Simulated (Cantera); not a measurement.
**Chemical vapour transport: Al2O3 + H2O**

A closed system holds: 1 mol Al2O3, 0.49 mol H2O, held at 1375 K and 1.00 bar.

Method: chemical equilibrium by Gibbs-energy minimisation in Cantera with the NASA 1993 tables (ideal gas, pure condensed phases). Candidate condensed phases: Al, Al2O3, H2O; 19 gas species. Gases not in the tables: Al(OH)3. Rates play no part.

```yaml
x(H2O): 1.000
x(H2): 5.86e-5
x(O2): 2.73e-5
x(OH): 8.06e-6
n(Al2O3(s)): 1.00 mol
gas_amount: 0.4900 mol
log10 activity of Al(l) (absent): -20.08
```
